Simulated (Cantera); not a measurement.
# Si2H6 + H2O (silicon oxide and oxynitride deposition)

A closed system holds: 1 mol Si2H6, 28 mol H2O, at 7.50 Torr.

These are equilibrium values from Cantera (NASA tables, ideal gas, pure condensed phases), not measurements of a reactor. Candidate condensed phases: H2O, Si, SiO2; 18 gas species. The feed counts by its element totals alone. The tables hold silica as quartz up to 1696 K and as liquid above; real silica turns to tridymite and cristobalite and melts near 1996 K. Equilibrium is a limit: real reactors are often held back by kinetics, nucleation or transport.

```
T (K)  x H2O   x H2       x H      x OH     x SiO      x O2       x O    x SiO2  n SiO2(α-quartz)  n SiO2(β-quartz)  n SiO2(condensed)
-----  -----  -----  --------  --------  --------  --------  --------  --------  ----------------  ----------------  -----------------
623    0.774  0.226    <1e-12    <1e-12    <1e-12    <1e-12    <1e-12    <1e-12              2.00                 0                  0
723    0.774  0.226    <1e-12    <1e-12    <1e-12    <1e-12    <1e-12    <1e-12              2.00                 0                  0
823    0.774  0.226  3.49e-11    <1e-12    <1e-12    <1e-12    <1e-12    <1e-12              2.00                 0                  0
923    0.774  0.226   1.16e-9  4.63e-12    <1e-12    <1e-12    <1e-12    <1e-12                 0              2.00                  0
1023   0.774  0.226   1.97e-8  1.77e-10    <1e-12    <1e-12    <1e-12    <1e-12                 0              2.00                  0
1123   0.774  0.226   2.02e-7   3.57e-9    <1e-12    <1e-12    <1e-12    <1e-12                 0              2.00                  0
1223   0.774  0.226   1.43e-6   4.41e-8  2.55e-12    <1e-12    <1e-12    <1e-12                 0              2.00                  0
1323   0.774  0.226   7.54e-6   3.74e-7  1.48e-10  1.98e-11  1.18e-11    <1e-12                 0              2.00                  0
1423   0.774  0.226   3.16e-5   2.35e-6   4.76e-9  4.80e-10  2.95e-10  1.64e-11                 0              2.00                  0
1523   0.774  0.226  0.000110   1.16e-5   9.62e-8   7.71e-9   4.85e-9  4.37e-10                 0              2.00                  0
1623   0.774  0.226  0.000328   4.72e-5   1.33e-6   8.83e-8   5.65e-8   7.73e-9                 0              2.00                  0
1723   0.774  0.225  0.000866  0.000163   1.33e-5   7.64e-7   4.97e-7   9.65e-8                 0                 0               2.00
1823   0.773  0.225   0.00205  0.000492   9.93e-5   5.24e-6   3.45e-6   8.86e-7                 0                 0               2.00
1923   0.771  0.223   0.00445   0.00132  0.000595   2.97e-5   1.97e-5   6.41e-6                 0                 0               1.98
```
x: gas mole fraction; n: condensed amount in mol.

From 623 K to 823 K the condensed part is SiO2(α-quartz). From 923 K to 1623 K the condensed part is SiO2(β-quartz). From 1723 K to 1923 K the condensed part is SiO2(condensed).
